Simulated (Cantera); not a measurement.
Input (Python, Cantera) and output of one run.

```python
import numpy as np
import cantera as ct

gas_names = """
    H HO2 H2 H2O H2O2 Nb NbO NbO2 O OH O2 O3
""".split()
cond_names = """
    H2O(s) H2O(L) Nb(cr) Nb(L) NbO(s) NbO(L) NbO2(I) NbO2(II) NbO2(III) NbO2(L) Nb2O5(s) Nb2O5(L)
""".split()


# ... load() reads the species with a 1 bar reference pressure and builds the phases ...
atoms = {
    'Nb2O5': {'Nb': 2, 'O': 5},
    'H2': {'H': 2},
}
top_T = {}  # K; cautious upper limits of use, not melting points


# ... equilibrate(T, P, feed) seeds the gas with the atoms and calls Mixture.equilibrate('TP', solver="vcs", rtol=1e-11, max_steps=5000) ...
results = []
feed = {'Nb2O5': 1, 'H2': 5.2}  # mol
P = 100000  # Pa
for T in [975, 1075, 1175, 1275, 1375, 1475, 1575, 1675, 1775, 1875, 1975]:
    mix = equilibrate(T, P, feed)
    results.append((T, P, feed, dict(zip(mix.species_names, mix.species_moles))))

top = {s: max(r[3][s] / sum(r[3][g] for g in gas_names) for r in results) for s in gas_names}
cols = sorted((s for s in top if top[s] > 1e-05), key=lambda s: -top[s])[:8]
seen = [c for c in cond_names if any(r[3].get(c, 0) > 1e-12 for r in results)]
print("log10 of partial pressures in bar; condensed amounts in mol")
print(f"{'T/K':>10s}" + "".join(f"{s[:9]:>10s}" for s in cols + seen))
for T, P, feed, n in results:
    ng = sum(n[g] for g in gas_names)
    print(f"{T:10.4g}" + "".join(f"{np.log10(max(n[s] / ng * P / 1e5, 1e-99)):10.3f}" for s in cols)
          + "".join(f"{n.get(c, 0):10.4g}" for c in seen))
```

It prints:

```
log10 of partial pressures in bar; condensed amounts in mol
       T/K        H2       H2O         H        OH   NbO2(I)  NbO2(II) NbO2(III)  Nb2O5(s)  Nb2O5(L)
       975    -0.002    -2.353    -8.943   -14.035   0.04616         0         0    0.9769         0
      1075    -0.004    -2.036    -7.835   -12.289   0.09573         0         0    0.9521         0
      1175    -0.008    -1.745    -6.916   -10.809         0    0.1871         0    0.9064         0
      1275    -0.014    -1.493    -6.140    -9.553         0         0    0.3339    0.8331         0
      1375    -0.023    -1.282    -5.477    -8.480         0         0     0.543    0.7285         0
      1475    -0.036    -1.104    -4.905    -7.555         0         0    0.8183    0.5909         0
      1575    -0.051    -0.954    -4.407    -6.749         0         0     1.157    0.4215         0
      1675    -0.070    -0.827    -3.970    -6.042         0         0     1.551    0.2247         0
      1775    -0.092    -0.719    -3.585    -5.417         0         0     1.987  0.006748         0
      1875    -0.086    -0.747    -3.226    -4.996         0         0     1.862         0   0.06907
      1975    -0.077    -0.793    -2.902    -4.639         0         0     1.677         0    0.1617
```

Cantera equilibrium calculation (NASA polynomials, part measured and part estimated; ideal gas, pure solids and liquids). Mutual solubility and eutectic melting of coexisting phases are not modelled. Condensed phases not in the tables: the oxides between NbO2 and Nb2O5.
